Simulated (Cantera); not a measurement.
**Hydrogen reduction and annealing atmospheres: Fe₂O₃ + H₂**

A closed system holds: 1 mol Fe₂O₃, 1.8 mol H₂, held at 1.20 bar.

Method: chemical equilibrium by Gibbs-energy minimisation in Cantera with the NASA 1993 tables (ideal gas, pure condensed phases). Candidate condensed phases: Fe, FeO, Fe(OH)₂, Fe(OH)₃, Fe₂O₃, Fe₃O₄, H₂O; 12 gas species. The tables' stoichiometric FeO is somewhat more stable than real wüstite, so its field is too wide. FeO: taken at fixed stoichiometry. Equilibrium is a limit: real reactors are often held back by kinetics, nucleation or transport.

```tsv
T (°C)	x H₂O	x H₂	x H	x Fe	x Fe(OH)₂	x OH	x FeO	x O	n FeO(s)	n FeO(l)
827	0.556	0.444	1.57e-8	<1e-12	4.52e-8	8.77e-11	<1e-12	<1e-12	2.00	0
927	0.556	0.444	1.20e-7	9.17e-12	2.35e-7	1.20e-9	<1e-12	<1e-12	2.00	0
1027	0.556	0.444	6.73e-7	2.39e-10	9.43e-7	1.10e-8	<1e-12	<1e-12	2.00	0
1127	0.556	0.444	2.96e-6	3.83e-9	3.09e-6	7.35e-8	1.20e-11	<1e-12	2.00	0
1227	0.556	0.444	1.07e-5	4.19e-8	8.64e-6	3.82e-7	2.09e-10	7.99e-12	2.00	0
1327	0.556	0.444	3.31e-5	3.35e-7	2.11e-5	1.62e-6	2.50e-9	1.00e-10	2.00	0
1427	0.555	0.444	8.97e-5	1.97e-6	4.40e-5	5.79e-6	2.09e-8	9.36e-10	0	2.00
1527	0.555	0.444	0.000218	8.94e-6	8.02e-5	1.80e-5	1.31e-7	6.83e-9	0	2.00
1627	0.555	0.444	0.000483	3.43e-5	0.000136	4.96e-5	6.64e-7	4.05e-8	0	2.00
1727	0.555	0.444	0.000989	0.000114	0.000219	0.000124	2.85e-6	2.01e-7	0	2.00
1827	0.554	0.443	0.00189	0.000335	0.000335	0.000282	1.05e-5	8.60e-7	0	2.00
```
x: gas mole fraction; n: condensed amount in mol.

From 827 °C to 1327 °C the condensed part is FeO(s). From 1427 °C to 1827 °C the condensed part is FeO(l). The main Fe-bearing gas is Fe(OH)₂ at 827 °C and Fe at 1827 °C.
